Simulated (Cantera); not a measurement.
What does this Cantera script print?

```python
import numpy as np
import cantera as ct

surf = ct.Interface("ptcombust.yaml", "Pt_surf")
gas = surf.adjacent["gas"]
gas.TPX = 300, 5400, {'CH4': 0.021, 'O2': 0.074, 'N2': 0.79}
jet = ct.ImpingingJet(gas=gas, width=0.058, surface=surf)
jet.inlet.mdot, jet.inlet.T, jet.inlet.X = 0.058, 300, {'CH4': 0.021, 'O2': 0.074, 'N2': 0.79}
jet.set_refine_criteria(ratio=10, slope=0.2, curve=0.3)
show, cover = ['CH4', 'O2', 'H2O', 'OH', 'CO', 'CO2'], ["PT(S)", "H(S)", "O(S)", "OH(S)", "CO(S)", "C(S)"]

rows = []
print(f"{'Ts/K':>7s}" + "".join(f"{s:>11s}" for s in show + cover) + "   (gas at the wall, coverages)")
for i, Ts in enumerate([900, 950, 1000, 1050, 1100, 1150]):
    jet.surface.T = Ts
    if i == 0:
        surf.TP = Ts, 5400
        surf.coverages = "PT(S):0.5, O(S):0.5"
        surf.advance_coverages(1.0)
        jet.set_initial_guess(products="inlet")
    jet.solve(loglevel=0, auto=(i == 0))
    rows.append([*(jet.X[gas.species_index(s), -1] for s in show), *surf[cover].coverages])
    print(f"{Ts:7g}" + "".join(f"{x:11.3e}" for x in rows[-1]))
```

Result:

```
   Ts/K        CH4         O2        H2O         OH         CO        CO2      PT(S)       H(S)       O(S)      OH(S)      CO(S)       C(S)   (gas at the wall, coverages)
    900  1.494e-02  6.494e-02  1.641e-02  2.946e-08  6.578e-06  1.075e-02  2.559e-01  7.285e-08  7.432e-01  8.658e-04  7.911e-06  2.814e-08
    950  1.156e-02  5.777e-02  2.266e-02  9.315e-08  7.142e-06  1.487e-02  3.343e-01  1.802e-07  6.648e-01  8.972e-04  5.883e-06  2.815e-08
   1000  8.913e-03  5.219e-02  2.750e-02  2.521e-07  7.592e-06  1.808e-02  4.130e-01  3.763e-07  5.862e-01  8.582e-04  4.196e-06  2.623e-08
   1050  7.015e-03  4.820e-02  3.095e-02  6.046e-07  8.131e-06  2.037e-02  4.889e-01  6.974e-07  5.103e-01  7.818e-04  2.993e-06  2.382e-08
   1100  5.677e-03  4.540e-02  3.334e-02  1.309e-06  8.882e-06  2.197e-02  5.609e-01  1.190e-06  4.384e-01  6.915e-04  2.186e-06  2.167e-08
   1150  4.738e-03  4.347e-02  3.499e-02  2.608e-06  9.960e-06  2.307e-02  6.271e-01  1.901e-06  3.723e-01  6.000e-04  1.649e-06  1.998e-08
```

Computed with Cantera and Deutschmann's 1995 Pt surface mechanism with GRI-Mech 3.0 gas chemistry. Catalytic surfaces can have several steady states; this one follows from the mechanism file's or the stated starting coverage.
